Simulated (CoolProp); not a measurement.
Vapour pressure (MPa) of ethylene: the reference equation beside estimates from Tc = 282.4 K, pc = 5.042 MPa, ω = 0.087. Clausius-Clapeyron is anchored at 205.5 K with a constant enthalpy of vaporisation of 11.84 kJ/mol.

The numbers come from the reference Helmholtz-energy equation of state, Smukala 2000 in CoolProp.

```tsv
T (K)	reference	Lee-Kesler	Clausius-Clapeyron	van der Waals	Redlich-Kwong	Soave-Redlich-Kwong	Peng-Robinson
190.1	0.2968	0.2963	0.3235	0.8262	0.3146	0.2959	0.2975
197.8	0.4158	0.4157	0.4330	1.015	0.4438	0.4156	0.4160
205.5	0.5670	0.5676	0.5670	1.229	0.6074	0.5684	0.5668
213.2	0.7554	0.7564	0.7282	1.471	0.8100	0.7591	0.7549
220.9	0.9859	0.9870	0.9191	1.742	1.056	0.9929	0.9855
228.6	1.264	1.264	1.142	2.042	1.349	1.275	1.264
236.3	1.594	1.594	1.399	2.373	1.694	1.611	1.596
244	1.983	1.981	1.692	2.736	2.095	2.006	1.988
251.7	2.435	2.433	2.022	3.131	2.555	2.465	2.445
```

Absolute difference from the reference over all 9 rows, mean and median: Lee-Kesler 0.1 and 0.1 %, Clausius-Clapeyron 8.6 and 9.0 %, van der Waals 87.5 and 76.7 %, Redlich-Kwong 6.4 and 6.7 %, Soave-Redlich-Kwong 0.7 and 0.7 %, Peng-Robinson 0.1 and 0.1 %.
